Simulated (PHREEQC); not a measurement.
0.36 g of hydrous ferric oxide (600 m²/g; 0.2 weak and 0.005 strong sites per Fe, Dzombak-Morel constants, diffuse double layer) in 1 kg of water with 0.01 mol/kgw of an inert sodium salt and 0.00011 mol SrCl2, at 25 °C; the pH is set by adding NaOH or the inert anion's acid. Oxygen alone is held at its pressure in air (log pO2 = -0.68). CO2 from the air is kept out. Precipitation was switched off in this run.

Base run: PHREEQC, ion-association model, wateq4f.dat. Each further column changes one thing. The table gives surface charge σ (C/m²).

```json
[
 {"pH": "4", "base": "0.219", "background salt from 0.01 to 0.001 mol/kgw": "0.131", "oxide from 0.36 to 1.8 g/kgw": "[?]", "0.0007 mol/kgw NaF added": "0.103"},
 {"pH": "5", "base": "0.115", "background salt from 0.01 to 0.001 mol/kgw": "[?]", "oxide from 0.36 to 1.8 g/kgw": "0.117", "0.0007 mol/kgw NaF added": "[?]"},
 {"pH": "5.5", "base": "0.078", "background salt from 0.01 to 0.001 mol/kgw": "[?]", "oxide from 0.36 to 1.8 g/kgw": "0.079", "0.0007 mol/kgw NaF added": "0.044"},
 {"pH": "6", "base": "0.050", "background salt from 0.01 to 0.001 mol/kgw": "0.021", "oxide from 0.36 to 1.8 g/kgw": "0.051", "0.0007 mol/kgw NaF added": "[?]"},
 {"pH": "7", "base": "0.018", "background salt from 0.01 to 0.001 mol/kgw": "0.007", "oxide from 0.36 to 1.8 g/kgw": "0.018", "0.0007 mol/kgw NaF added": "0.014"},
 {"pH": "8", "base": "0.002", "background salt from 0.01 to 0.001 mol/kgw": "[?]", "oxide from 0.36 to 1.8 g/kgw": "0.002", "0.0007 mol/kgw NaF added": "0.002"},
 {"pH": "8.5", "base": "-0.004", "background salt from 0.01 to 0.001 mol/kgw": "-0.001", "oxide from 0.36 to 1.8 g/kgw": "-0.004", "0.0007 mol/kgw NaF added": "-0.004"},
 {"pH": "9", "base": "-0.010", "background salt from 0.01 to 0.001 mol/kgw": "-0.004", "oxide from 0.36 to 1.8 g/kgw": "-0.011", "0.0007 mol/kgw NaF added": "-0.011"},
 {"pH": "10", "base": "-0.029", "background salt from 0.01 to 0.001 mol/kgw": "-0.012", "oxide from 0.36 to 1.8 g/kgw": "[?]", "0.0007 mol/kgw NaF added": "-0.030"}
]
```

**Question.** What belongs in the gaps?

**Answer.** 
- 4, oxide from 0.36 to 1.8 g/kgw: 0.223
- 5, background salt from 0.01 to 0.001 mol/kgw: 0.057
- 5, 0.0007 mol/kgw NaF added: 0.061
- 5.5, background salt from 0.01 to 0.001 mol/kgw: 0.036
- 6, 0.0007 mol/kgw NaF added: 0.032
- 8, background salt from 0.01 to 0.001 mol/kgw: 0.001
- 10, oxide from 0.36 to 1.8 g/kgw: -0.037
